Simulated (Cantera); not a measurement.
What does this Cantera script print?

```python
import numpy as np
import cantera as ct

gas = ct.Solution("gri30.yaml")
gas.TPX = 1400, 1900000, {'CH4': 1, 'O2': 2, 'N2': 7.52, 'CO2': 0.35}
reactor = ct.IdealGasConstPressureReactor(gas, energy="on", clone=False)
net = ct.ReactorNet([reactor])
net.rtol, net.atol = 1e-08, 1e-16
show = ['CH4', 'O2', 'CO2', 'HCN', 'HCO', 'C2H4']
times = np.geomspace(3e-06, 0.4, 16)

steps = ct.SolutionArray(gas, extra=["t"])
rows = []
print(f"{'t/s':>10s}{'T/K':>9s}{'P/Pa':>11s}" + "".join(f"{s:>11s}" for s in show))
for t in times:
    while net.time < t:
        t_next = net.step()
        steps.append(gas.state, t=t_next)
    rows.append([np.interp(t, steps.t, y) for y in (steps.T, steps.P, *steps(*show).X.T)])
    print(f"{t:10.3e}{rows[-1][0]:9.1f}{rows[-1][1]:11.4g}" + "".join(f"{x:11.3e}" for x in rows[-1][2:]))
rate = np.gradient(steps.T, steps.t)
print("integrator steps:", len(steps.t))
if steps.T.max() > steps.T[0] + 200:
    print(f"time of steepest temperature rise: {steps.t[rate.argmax()]:.4e} s")
gas.TPX = 1400, 1900000, {'CH4': 1, 'O2': 2, 'N2': 7.52, 'CO2': 0.35}
gas.equilibrate("HP")
print(f"equilibrium (HP): T = {gas.T:.1f} K  " + "  ".join(f"{s} {gas[s].X[0]:.3e}" for s in show))
```

It prints:

```
       t/s      T/K       P/Pa        CH4         O2        CO2        HCN        HCO       C2H4
 3.000e-06   1400.0    1.9e+06  9.199e-02  1.840e-01  3.220e-02  3.297e-19  6.685e-13  9.448e-11
 6.588e-06   1400.0    1.9e+06  9.199e-02  1.840e-01  3.220e-02  1.991e-18  4.499e-12  1.577e-09
 1.447e-05   1400.0    1.9e+06  9.197e-02  1.840e-01  3.220e-02  1.536e-17  4.126e-11  3.353e-08
 3.178e-05   1400.2    1.9e+06  9.189e-02  1.839e-01  3.220e-02  1.433e-16  4.089e-10  6.148e-07
 6.979e-05   1401.6    1.9e+06  9.155e-02  1.837e-01  3.220e-02  9.391e-16  2.360e-09  5.126e-06
 1.533e-04   1409.4    1.9e+06  8.988e-02  1.826e-01  3.220e-02  9.081e-15  1.717e-08  4.796e-05
 3.366e-04   2834.6    1.9e+06  2.783e-14  1.474e-02  9.092e-02  1.890e-09  9.928e-08  1.048e-21
 7.392e-04   2821.5    1.9e+06  3.223e-14  1.253e-02  9.030e-02  4.127e-09  9.982e-08  1.255e-21
 1.623e-03   2820.0    1.9e+06  3.276e-14  1.231e-02  9.023e-02  4.373e-09  9.989e-08  1.280e-21
 3.565e-03   2820.0    1.9e+06  3.276e-14  1.231e-02  9.023e-02  4.374e-09  9.989e-08  1.280e-21
 7.830e-03   2820.0    1.9e+06  3.276e-14  1.231e-02  9.023e-02  4.374e-09  9.989e-08  1.280e-21
 1.720e-02   2820.0    1.9e+06  3.276e-14  1.231e-02  9.023e-02  4.374e-09  9.989e-08  1.280e-21
 3.776e-02   2820.0    1.9e+06  3.276e-14  1.231e-02  9.023e-02  4.374e-09  9.989e-08  1.280e-21
 8.293e-02   2820.0    1.9e+06  3.276e-14  1.231e-02  9.023e-02  4.374e-09  9.989e-08  1.280e-21
 1.821e-01   2820.0    1.9e+06  3.276e-14  1.231e-02  9.023e-02  4.374e-09  9.989e-08  1.280e-21
 4.000e-01   2820.0    1.9e+06  3.276e-14  1.231e-02  9.023e-02  4.374e-09  9.989e-08  1.280e-21
integrator steps: 2060
time of steepest temperature rise: 2.8414e-04 s
equilibrium (HP): T = 2820.0 K  CH4 4.082e-14  O2 1.231e-02  CO2 9.023e-02  HCN 4.374e-09  HCO 9.989e-08  C2H4 1.398e-21
```

Model: GRI-Mech 3.0 (53 species, 325 reactions), integrated in Cantera. The pressure lies above the range GRI-Mech 3.0 was tuned for (to about 10 atm).
